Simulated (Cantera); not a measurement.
A perfectly stirred reactor is fed with CH4 : H2 : CO2 = 0.0022 : 1 : 0.0024 (molar parts), at 10.00 Torr; it is held at 2475 K, and followed from long to short residence time.

Computed with Cantera and GRI-Mech 3.0 (53 species, 325 reactions). Radical loss at walls, strong at low pressure, is not modelled.

Problem. What does this change do: pressure from 10.00 Torr to 66.8 Torr?

Solution. 
| quantity | before | after |
|---|---|---|
| x(CH4) at τ = 9.50 s | 6.26e-7 | 2.45e-6 |
| x(H2) at τ = 9.50 s | 0.826 | 0.923 |
| x(CO2) at τ = 9.50 s | 1.84e-7 | 1.74e-7 |
| x(O2) at τ = 9.50 s | 1.05e-10 | 1.68e-11 |
| x(H) at τ = 9.50 s | 0.170 | 0.0728 |
| x(CH4) at τ = 53.0 ms | 0.000369 | 7.39e-5 |
| x(H2) at τ = 53.0 ms | 0.961 | 0.942 |
| x(CO2) at τ = 53.0 ms | 2.51e-5 | 2.98e-6 |
| x(O2) at τ = 53.0 ms | 2.85e-10 | 2.85e-10 |
| x(H) at τ = 53.0 ms | 0.0329 | 0.0529 |

Problem. What does this change do: pressure from 10.00 Torr to 67.5 Torr?

Solution. 
| quantity | before | after |
|---|---|---|
| x(CH4) at τ = 9.50 s | 6.26e-7 | 2.47e-6 |
| x(H2) at τ = 9.50 s | 0.826 | 0.923 |
| x(CO2) at τ = 9.50 s | 1.84e-7 | 1.74e-7 |
| x(O2) at τ = 9.50 s | 1.05e-10 | 1.66e-11 |
| x(H) at τ = 9.50 s | 0.170 | 0.0724 |
| x(CH4) at τ = 53.0 ms | 0.000369 | 7.36e-5 |
| x(H2) at τ = 53.0 ms | 0.961 | 0.942 |
| x(CO2) at τ = 53.0 ms | 2.51e-5 | 2.96e-6 |
| x(O2) at τ = 53.0 ms | 2.85e-10 | 2.83e-10 |
| x(H) at τ = 53.0 ms | 0.0329 | 0.0528 |
